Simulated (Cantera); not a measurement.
# Catalytic combustion on Pt

An isothermal plug-flow reactor at 875 K and 0.987 atm (inlet), inlet velocity 3.7 m/s, active area per volume 150 1/m; feed 0.918 % H2, 1.16 % O2, 97.9 % N2.

Detailed kinetics in Cantera: Deutschmann's 1995 Pt surface mechanism with GRI-Mech 3.0 gas chemistry. Catalytic surfaces can have several steady states; this one follows from the mechanism file's or the stated starting coverage. Mass transfer to the wall is taken as infinitely fast.

```csv
z (m),x H2,x O2,x H2O,θ free Pt,θ H*,θ O*,θ OH*
0.00037,0.00634,0.0102,0.00286,0.995,0.00497,9.63e-6,2.07e-5
0.00071,0.00407,0.00909,0.00514,0.904,5.45e-6,0.0935,0.00266
0.0014,0.00206,0.00810,0.00715,0.517,7.25e-7,0.480,0.00341
0.0026,0.00105,0.00759,0.00817,0.306,2.71e-7,0.691,0.00318
0.0051,0.000426,0.00728,0.00879,0.218,1.53e-7,0.779,0.00289
0.0098,0.000109,0.00712,0.00911,0.189,1.22e-7,0.808,0.00277
0.019,9.29e-6,0.00707,0.00921,0.182,1.14e-7,0.815,0.00274
0.037,8.03e-8,0.00707,0.00922,0.181,1.14e-7,0.816,0.00273
```
x: gas mole fraction; θ: surface coverage.
